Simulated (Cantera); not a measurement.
A perfectly stirred reactor is fed with C₂H₆ : N₂ = 1 : 78 (molar parts), at 22000 Pa; it is held at 1950 K, and followed from long to short residence time.

Model: GRI-Mech 3.0 (53 species, 325 reactions), integrated in Cantera. GRI-Mech 3.0 stops at C3 and has no aromatics, soot or wall deposition, so with more carbon than oxygen in the feed, carbon stays in small species such as C2H2 where larger ones or solid carbon would form.

Task: What does this change do: pressure from 22000 Pa to 76000 Pa?

Result: 
```json
[
 {"quantity": "x(C₂H₆) at τ = 3.80 s", "before": "5.46e-8", "after": "2.95e-8"},
 {"quantity": "x(H) at τ = 3.80 s", "before": "0.000395", "after": "0.000211"},
 {"quantity": "x(CH₂) at τ = 3.80 s", "before": "5.47e-7", "after": "1.93e-7"},
 {"quantity": "x(CH₃) at τ = 3.80 s", "before": "2.77e-5", "after": "1.81e-5"},
 {"quantity": "x(HCN) at τ = 3.80 s", "before": "0.00351", "after": "0.00225"},
 {"quantity": "x(C₂H₆) at τ = 0.130 s", "before": "1.54e-6", "after": "8.41e-7"},
 {"quantity": "x(H) at τ = 0.130 s", "before": "0.000456", "after": "0.000237"},
 {"quantity": "x(CH₂) at τ = 0.130 s", "before": "3.25e-6", "after": "1.14e-6"},
 {"quantity": "x(CH₃) at τ = 0.130 s", "before": "0.000154", "after": "9.81e-5"},
 {"quantity": "x(HCN) at τ = 0.130 s", "before": "0.00103", "after": "0.000625"}
]
```

Task: What does this change do: pressure from 22000 Pa to 1330 Pa?

Result: 
```tsv
quantity	before	after
x(C₂H₆) at τ = 3.80 s	5.46e-8	3.74e-7
x(H) at τ = 3.80 s	0.000395	0.000758
x(CH₂) at τ = 3.80 s	5.47e-7	3.20e-6
x(CH₃) at τ = 3.80 s	2.77e-5	9.03e-5
x(HCN) at τ = 3.80 s	0.00351	0.00295
x(C₂H₆) at τ = 0.130 s	1.54e-6	1.08e-5
x(H) at τ = 0.130 s	0.000456	0.000809
x(CH₂) at τ = 0.130 s	3.25e-6	1.62e-5
x(CH₃) at τ = 0.130 s	0.000154	0.000575
x(HCN) at τ = 0.130 s	0.00103	0.000550
```
Radical loss at walls, strong at low pressure, is not modelled.
